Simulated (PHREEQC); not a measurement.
0.067 g of hydrous ferric oxide (600 m²/g; 0.2 weak and 0.005 strong sites per Fe, Dzombak-Morel constants, diffuse double layer) in 1 kg of water with 0.05 mol/kgw of an inert sodium salt and 0.0018 mmol/kgw NiCl2, at 25 °C; the pH is set by adding NaOH or the inert anion's acid. O2 is buffered at 0.21 atm. CO2 from the air is kept out. Nothing may precipitate in this run.

Base run: PHREEQC, ion-association model, wateq4f.dat. Each further column changes one thing. The table gives surface charge σ (C/m²).

```tsv
pH	base	background salt from 0.05 to 0.005 mol/kgw	oxide from 0.067 to 0.34 g/kgw	0.00075 mol/kgw Ag2SO4 added
4	0.294	___	0.294	0.069
5	0.181	0.090	0.181	___
6	0.089	0.038	0.089	0.047
7	0.035	0.013	0.034	___
8	0.003	0.001	0.003	0.003
9	-0.025	-0.009	___	-0.014
10	-0.072	-0.030	___	-0.017
11	-0.156	-0.079	-0.158	-0.020
12	-0.276	-0.211	-0.280	-0.031
```

### Question
Some entries are withheld; supply them.

### Answer

- 4, background salt from 0.05 to 0.005 mol/kgw: 0.183
- 5, 0.00075 mol/kgw Ag2SO4 added: 0.062
- 7, 0.00075 mol/kgw Ag2SO4 added: 0.027
- 9, oxide from 0.067 to 0.34 g/kgw: -0.026
- 10, oxide from 0.067 to 0.34 g/kgw: -0.074

 In at least one series the solution becomes supersaturated in solids that the run did not let form, among them Ni(OH)2, Cerargyrite, Ag2O.
